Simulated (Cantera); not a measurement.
What does this Cantera script print?

```python
import numpy as np
import cantera as ct

gas_names = """
    C CH CH2 CH3 CH2OH CH3O CH4 CH3OH CO CO2 COOH C2 C2H CHCO,ketyl C2H2,acetylene C2H2,vinylidene
    CH2CO,ketene C2H3,vinyl CH3CO,acetyl C2H4 C2H4O,ethylen CH3CHO,ethanal CH3COOH (HCOOH)2 C2H5 C2H6
    CH3OCH3 C2H5OH C2O C3 C3H3,propargyl C3H4,allene C3H4,propyne C3H4,cyclo- C3H5,allyl C3H6,propylene
    C3H6,cyclo- C3H6O C3H7,n-propyl C3H7,i-propyl C3H8 C3H8O,1propanol C3H8O,2propanol C3O2 C4 C4H2
    C4H4,1,3-cyclo- C4H6,butadiene C4H6,2-butyne C4H6,cyclo- C4H8,1-butene C4H8,cis2-buten
    C4H8,tr2-butene C4H8,isobutene C4H8,cyclo- (CH3COOH)2 C4H9,n-butyl C4H9,i-butyl C4H9,s-butyl
    C4H9,t-butyl C4H10,isobutane C4H10,n-butane C5 C5H6,1,3cyclo- C5H8,cyclo- C5H10,1-pentene
    C5H10,cyclo- C5H11,pentyl C5H11,t-pentyl C5H12,n-pentane C5H12,i-pentane CH3C(CH3)2CH3 C6H2
    C6H5,phenyl C6H5O,phenoxy C6H6 C6H5OH,phenol C6H10,cyclo- C6H12,1-hexene C6H12,cyclo- C6H13,n-hexyl
    C7H7,benzyl C7H8 C7H8O,cresol C7H14,1-heptene C7H15,n-heptyl C7H16,n-heptane C8H8,styrene
    C8H10,ethylbenz C8H16,1-octene C8H17,n-octyl C8H18,isooctane C8H18,n-octane C9H19,n-nonyl
    C10H8,naphthale C10H21,n-decyl C12H9,o-bipheny C12H10,bipheny Cu CuO Cu2 H HCO HO2 H2
    HCHO,formaldehy HCOOH H2O H2O2 O OH O2 O3
""".split()
cond_names = """
    C(gr) C6H6(L) C7H8(L) C8H18(L),n-octa Cu(cr) Cu(L) CuO(s) CuO2H2(s) Cu2O(s) Cu2O(L) H2O(s) H2O(L)
""".split()


def load(file, names, dense=False):
    # The tables refer to 1 bar. Condensed volumes are neglected.
    table = {s.name: s for s in ct.Species.list_from_file(file)}
    out = []
    for n in names:
        d = dict(table[n].input_data)
        d["thermo"] = dict(d["thermo"], **{"reference-pressure": 1e5})
        if dense:
            d["equation-of-state"] = {"model": "constant-volume", "density": "1e6 g/cm^3"}
        out.append(ct.Species.from_dict(d))
    return out


gas = ct.Solution(thermo="ideal-gas", species=load("nasa_gas.yaml", gas_names))
cond = {s.name: ct.Solution(thermo="fixed-stoichiometry", species=[s], name=s.name)
        for s in load("nasa_condensed.yaml", cond_names, dense=True)}
atoms = {
    'Cu': {'Cu': 1},
    'CO2': {'C': 1, 'O': 2},
    'H2': {'H': 2},
}
top_T = {'C(gr)': 4500, 'CuO(s)': 1390}  # K; cautious upper limits of use, not melting points


def equilibrate(T, P, feed):
    n = {}
    for name, mol in feed.items():
        for a, k in atoms[name].items():
            n[a] = n.get(a, 0.0) + k * mol
    gas.TPX = T, P, n
    mass = sum(n.values()) * gas.mean_molecular_weight
    gas.equilibrate("TP")
    valid = [c for c in cond.values() if c.min_temp <= T <= top_T.get(c.name, c.max_temp)]
    mix = ct.Mixture([(gas, mass / gas.mean_molecular_weight)] + [(c, 0.0) for c in valid])
    mix.T, mix.P = T, P
    mix.equilibrate("TP", solver="vcs", rtol=1e-11, max_steps=5000)
    return mix


results = []
feed = {'Cu': 1, 'CO2': 0.091, 'H2': 62}  # mol
T = 1123  # K
P = 1000  # Pa
mix = equilibrate(T, P, feed)
results.append((T, P, feed, dict(zip(mix.species_names, mix.species_moles))))
print(gas.report(threshold=1e-05))
for i in range(1, mix.n_phases):
    print(f"{mix.phase(i).name:16s} {mix.phase_moles(i):12.5e} mol")
```

It prints:

```
       temperature   1123 K
          pressure   1000 Pa
           density   0.0002225 kg/m^3
  mean mol. weight   2.0776 kg/kmol
   phase of matter   gas

                          1 kg             1 kmol
                     ---------------   ---------------
          enthalpy        1.1517e+07        2.3928e+07  J
   internal energy        7.0231e+06        1.4591e+07  J
           entropy        1.0033e+05        2.0844e+05  J/K
    Gibbs function       -1.0115e+08       -2.1015e+08  J
 heat capacity c_p             14807             30763  J/K
 heat capacity c_v             10805             22448  J/K

                      mass frac. Y      mole frac. X     chem. pot. / RT
                     ---------------   ---------------   ---------------
                CO           0.01973         0.0014634           -48.882
                H2           0.96753           0.99707            -22.41
               H2O          0.012693         0.0014638            -62.27
     [ +110 minor]        4.7165e-05        2.7084e-06

C(gr)             0.00000e+00 mol
Cu(cr)            9.99992e-01 mol
CuO(s)            0.00000e+00 mol
CuO2H2(s)         0.00000e+00 mol
Cu2O(s)           0.00000e+00 mol
```

Method: chemical equilibrium by Gibbs-energy minimisation in Cantera with the NASA 1993 tables (ideal gas, pure condensed phases).
